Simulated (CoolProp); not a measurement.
Model: reference Helmholtz-energy equation of state, Platzer 1990, in CoolProp. This equation is an older, rougher fit.

For R13, give the phase and the cv (kJ/(kg K)), speed of sound (m/s), viscosity (µPa s), conductivity (mW/(m K)) at 340.6 K and 1.01 bar.


- 340.6 K and 1.01 bar: gas; cv 0.609, speed of sound 174, viscosity 16.2, conductivity 15.1

Viscosity comes from a separate model (Huber 2003), an estimate that may be off by 10 % or more. Thermal conductivity comes from a separate model (Huber 2003), an estimate that may be off by 10 % or more.
